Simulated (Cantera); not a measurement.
An isothermal, constant-pressure homogeneous reactor starts with NO : N2 = 1 : 19 (molar parts), at 1850 K and 49.5 Torr. Integrator tolerance rtol = 1e-08.

Cantera simulation using GRI-Mech 3.0 (53 species, 325 reactions); the numbers are that mechanism's predictions, not measurements.

Problem. What does this change do: NO 1 to 4.1 parts?

Solution. 
| quantity | before | after |
|---|---|---|
| x(NO) at 7.00 s | 0.0484 (gas-phase equilibrium 0.00185) | 0.162 (gas-phase equilibrium 0.00340) |
| x(O) at 7.00 s | 2.95e-5 (gas-phase equilibrium 0.000117) | 7.91e-5 (gas-phase equilibrium 0.000223) |
| x(O2) at 7.00 s | 0.000770 (gas-phase equilibrium 0.0240) | 0.00791 (gas-phase equilibrium 0.0869) |
| x(N2O) at 7.00 s | 9.77e-7 (gas-phase equilibrium 3.02e-8) | 1.03e-5 (gas-phase equilibrium 5.36e-8) |
| x(N2) at 7.00 s | 0.951 (gas-phase equilibrium 0.974) | 0.830 (gas-phase equilibrium 0.909) |
